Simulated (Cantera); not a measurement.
An isothermal, constant-pressure homogeneous reactor starts with 21.1 % CH4, 39.4 % CO2, 39.4 % H2, at 1525 K and 13300 Pa.

Cantera simulation using GRI-Mech 3.0 (53 species, 325 reactions); the numbers are that mechanism's predictions, not measurements.

Task: Predict: x(CH4) at 6.00 s; x(CO2) at 6.00 s; x(H2) at 6.00 s; x(CH2) at 6.00 s; x(CH2CO) at 6.00 s.

Result: 
* **x(CH4) at 6.00 s**: 0.0308 (gas-phase equilibrium 2.48e-8)
* **x(CO2) at 6.00 s**: 0.0740 (gas-phase equilibrium 0.0303)
* **x(H2) at 6.00 s**: 0.327 (gas-phase equilibrium 0.476)
* **x(CH2) at 6.00 s**: 1.13e-8 (gas-phase equilibrium <1e-12)
* **x(CH2CO) at 6.00 s**: 2.22e-5 (gas-phase equilibrium <1e-12)
